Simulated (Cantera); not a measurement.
What does this Cantera script print?

```python
import numpy as np
import cantera as ct

gas_names = """
    N N2 V VN
""".split()
cond_names = """
    V(cr) V(L) VN(s)
""".split()


def load(file, names, dense=False):
    # The tables refer to 1 bar. Condensed volumes are neglected.
    table = {s.name: s for s in ct.Species.list_from_file(file)}
    out = []
    for n in names:
        d = dict(table[n].input_data)
        d["thermo"] = dict(d["thermo"], **{"reference-pressure": 1e5})
        if dense:
            d["equation-of-state"] = {"model": "constant-volume", "density": "1e6 g/cm^3"}
        out.append(ct.Species.from_dict(d))
    return out


gas = ct.Solution(thermo="ideal-gas", species=load("nasa_gas.yaml", gas_names))
cond = {s.name: ct.Solution(thermo="fixed-stoichiometry", species=[s], name=s.name)
        for s in load("nasa_condensed.yaml", cond_names, dense=True)}
atoms = {
    'V': {'V': 1},
    'N2': {'N': 2},
}
top_T = {'VN(s)': 2300}  # K; cautious upper limits of use, not melting points


def equilibrate(T, P, feed):
    n = {}
    for name, mol in feed.items():
        for a, k in atoms[name].items():
            n[a] = n.get(a, 0.0) + k * mol
    gas.TPX = T, P, n
    mass = sum(n.values()) * gas.mean_molecular_weight
    gas.equilibrate("TP")
    valid = [c for c in cond.values() if c.min_temp <= T <= top_T.get(c.name, c.max_temp)]
    mix = ct.Mixture([(gas, mass / gas.mean_molecular_weight)] + [(c, 0.0) for c in valid])
    mix.T, mix.P = T, P
    mix.equilibrate("TP", solver="vcs", rtol=1e-11, max_steps=5000)
    return mix


results = []
feed = {'V': 1, 'N2': 0.69}  # mol
T = 2300  # K
for P in [0.1, 0.75, 5.6, 42, 320, 2400, 18000, 130000, 1000000]:
    mix = equilibrate(T, P, feed)
    results.append((T, P, feed, dict(zip(mix.species_names, mix.species_moles))))
    x = sorted(zip(gas.X, gas.species_names), reverse=True)
    print(f"T = {T:g} K  P = {P:g} Pa  gas = {mix.phase_moles(0):.4g} mol")
    print("   x: " + "  ".join(f"{s} {v:.3e}" for v, s in x if v > 1e-05))
    print("   condensed (mol): " + ("  ".join(f"{mix.phase(i).name} {mix.phase_moles(i):.4g}"
          for i in range(1, mix.n_phases) if mix.phase_moles(i) > 1e-12) or "none"))
```

Output:

```
T = 2300 K  P = 0.1 Pa  gas = 1.69 mol
   x: V 5.917e-01  N2 4.083e-01  N 2.496e-05
   condensed (mol): none
T = 2300 K  P = 0.75 Pa  gas = 1.69 mol
   x: V 5.917e-01  N2 4.083e-01
   condensed (mol): none
T = 2300 K  P = 5.6 Pa  gas = 1.69 mol
   x: V 5.917e-01  N2 4.083e-01
   condensed (mol): none
T = 2300 K  P = 42 Pa  gas = 0.9351 mol
   x: N2 7.379e-01  V 2.621e-01
   condensed (mol): V(L) 0.7549
T = 2300 K  P = 320 Pa  gas = 0.7146 mol
   x: N2 9.656e-01  V 3.441e-02
   condensed (mol): V(L) 0.9754
T = 2300 K  P = 2400 Pa  gas = 0.6932 mol
   x: N2 9.954e-01  V 4.587e-03
   condensed (mol): V(L) 0.9968
T = 2300 K  P = 18000 Pa  gas = 0.1901 mol
   x: N2 9.997e-01  V 3.423e-04
   condensed (mol): VN(s) 0.9999
T = 2300 K  P = 130000 Pa  gas = 0.19 mol
   x: N2 1.000e+00  V 1.763e-05
   condensed (mol): VN(s) 1
T = 2300 K  P = 1e+06 Pa  gas = 0.19 mol
   x: N2 1.000e+00
   condensed (mol): VN(s) 1
```

Method: chemical equilibrium by Gibbs-energy minimisation in Cantera with the NASA 1993 tables (ideal gas, pure condensed phases). VN: taken at fixed stoichiometry. Condensed phases not in the tables: V2N, N, O or C dissolved in the metal.
